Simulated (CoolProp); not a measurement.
Vapour-liquid equilibrium of n-pentane (1) + acetone (2) at 1.37 bar; x and y are mole fractions of (1).

Model: multi-fluid Helmholtz-energy mixture model, Thol 2019 and Lemmon 2006; pair parameters Bell 2016, in CoolProp.

**Question.** Give the bubble temperature and the first vapour's composition at x = 0.5, 0.8, 0.95. Is there an azeotrope?

**Answer.** x = 0.5: 42.1 °C, y = 0.665; x = 0.8: 41.6 °C, y = 0.763; x = 0.95: 43.5 °C, y = 0.905. y crosses x between x = 0.65 and 0.8: the model has an azeotrope there.

The pair parameters rest on a limited set of measurements; away from them the model extrapolates.
